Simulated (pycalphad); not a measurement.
**Effect of Si content in Ti-Fe-Si-Mn**

Source of the numbers: pycalphad with the COST 507 light-alloy database (1999); pressure 1 atm. The data set is of 1999 and partly superseded. The system is extrapolated from its subsystems; higher-order compounds may be missing. Amounts are mole fractions of atoms.

| alloy | liquidus (°C) | first solid | solidus (°C) | phases at 777 °C |
|---|---|---|---|---|
| Ti-0.25Fe-0.97Si-0.62Mn (at.%) | 1638 | bcc | 1517 | hcp 0.82, bcc 0.17, SITI3 0.02 |
| Ti-0.25Fe-1.45Si-0.62Mn (at.%) | 1630 | bcc | 1474 | hcp 0.80, bcc 0.17, SITI3 0.04 |
| Ti-0.25Fe-1.93Si-0.62Mn (at.%) | 1621 | bcc | 1440 | hcp 0.77, bcc 0.17, SITI3 0.06 |
| Ti-0.25Fe-5.79Si-0.62Mn (at.%) | 1549 | bcc | 1327 | hcp 0.61, SITI3 0.21, bcc 0.18 |

Database names, with the compositions (at.%) that they take in these runs: SITI3: Ti 75 Si 25.
